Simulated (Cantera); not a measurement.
A closed system holds: 1 mol Al2O3, 0.1 mol H2O, held at 1173.15 K and 1 atm.

These are equilibrium values from Cantera (NASA tables, ideal gas, pure condensed phases), not measurements of a reactor. Candidate condensed phases: Al, Al2O3, H2O; 19 gas species. Kinetics and transport are ignored.

Base state: H2O 1.000 (mole fractions); condensed: Al2O3(s).

Problem. What changes in the equilibrium state with this change: Al2O3 replaced by SiO2?

Solution. 
```csv
species,before,after
H2O,1.000,1.000
"Al2O3(s), mol",1.00,0
"SiO2(β-quartz), mol",0,1.00
```
The tables hold silica as quartz up to 1696 K and as liquid above; real silica turns to tridymite and cristobalite and melts near 1996 K. Further candidate phases: Si, SiO2.
